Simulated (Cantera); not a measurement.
Pyrogenic steam for wet oxidation

An isothermal, constant-pressure homogeneous reactor starts with H₂ : O₂ : N₂ = 0.39 : 1 : 6 (molar parts), equivalence ratio 0.20, at 1150 K and 13300 Pa.

Computed with Cantera and the H2/O2 subset of GRI-Mech 3.0, which has no nitrogen chemistry. The temperature is held fixed by assumption; the heat of reaction is taken as removed at once.

```csv
t (s),x H₂,x O₂,x OH,x H₂O₂,x O,x HO₂,x H₂O
2.00e-5,0.0528,0.135,6.59e-11,<1e-12,9.48e-11,4.94e-10,7.40e-11
9.71e-5,0.0528,0.135,1.26e-9,3.23e-12,2.32e-9,2.57e-9,5.67e-9
0.000472,0.0527,0.135,9.46e-6,2.28e-9,1.77e-5,1.65e-6,5.96e-5
0.00229,0.00130,0.111,0.00118,5.91e-7,0.00367,8.14e-6,0.0504
0.0111,4.65e-5,0.112,0.000191,2.60e-7,0.000120,2.30e-6,0.0540
0.0540,1.91e-6,0.112,4.28e-5,4.04e-8,5.85e-6,2.02e-7,0.0542
0.262,1.76e-7,0.112,1.43e-5,6.58e-9,6.51e-7,2.48e-8,0.0542
1.27,2.64e-8,0.112,5.74e-6,1.24e-9,1.06e-7,4.56e-9,0.0542
6.18,5.14e-9,0.112,2.56e-6,2.64e-10,2.12e-8,1.93e-9,0.0542
30.0,2.01e-9,0.112,1.58e-6,1.04e-10,8.07e-9,2.06e-9,0.0542
```
x: mole fraction; the columns are a selection and need not sum to one.

Equilibrium at this temperature and pressure: H₂ 1.92e-9, O₂ 0.112, OH 1.54e-6, H₂O₂ 9.94e-11, O 7.66e-9, HO₂ 2.08e-9, H₂O 0.0542 (gas phase only).
